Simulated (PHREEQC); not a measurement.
# Reverse-osmosis permeate (model solution)

Model water analysis in mg/L, 10 °C, pH 6, pe 8.2:

```
constituent            mg/L
------------------  -------
Na                     4.89
K                     0.964
Ca                    0.773
Mg                   0.0238
Cl                     3.13
S(6) as SO4            2.89
Alkalinity as HCO3      8.7
Pb                  0.00813
Br                   0.0699
```

Valence states are taken as typed.

All values are PHREEQC results (ion-association model, phreeqc.dat), not measurements.

```json
{
 "ionic_strength": "0.000336 mol/kgw",
 "charge_balance_error": "-2.4 %"
}
```

```tsv
species	molality	activity	log γ
CO2	0.000409	0.000409	0.000
Na+	0.000213	0.000208	-0.009
HCO3-	0.000143	0.000141	-0.009
Cl-	8.83e-5	8.65e-5	-0.009
SO4-2	3.00e-5	2.76e-5	-0.035
K+	2.46e-5	2.42e-5	-0.009
Ca+2	1.92e-5	1.77e-5	-0.035
H+	1.02e-6	1.00e-6	-0.009
Mg+2	9.74e-7	8.98e-7	-0.035
Br-	8.75e-7	8.57e-7	-0.009
```

This is a speciation only: nothing precipitates in the calculation. Species that the database lacks are ignored. At this temperature some constants are extrapolated from 25 °C, and those without enthalpy data are left unchanged.
